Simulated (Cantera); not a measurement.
## Thermodynamics of fluorocarbon and chlorocarbon gases, feed CCl4 + CH4 + H2

Charge: 1 mol CCl4, 0.14 mol CH4, 2.3 mol H2, equilibrated at 2248.15 K and 0.550 bar.

Method: chemical equilibrium by Gibbs-energy minimisation in Cantera with the NASA 1993 tables (ideal gas, pure condensed phases). Candidate condensed phases: C, C6H6, C7H8, C8H18; 91 gas species. The numbers say what is thermodynamically allowed, not how fast it happens.

| Property | Value |
|---|---|
| x(HCl) | 0.848 |
| x(H2) | 0.132 |
| x(Cl) | 0.0168 |
| x(H) | 0.00360 |
| x(C2H2 (acetylene)) | 0.000436 |
| x(Cl2) | 5.24e-5 |
| x(C2HCl) | 2.04e-5 |
| x(CH4) | 2.26e-6 |
| x(CH3) | 1.17e-6 |
| n(C(graphite)) | 1.14 mol |
| gas amount | 4.627 mol |
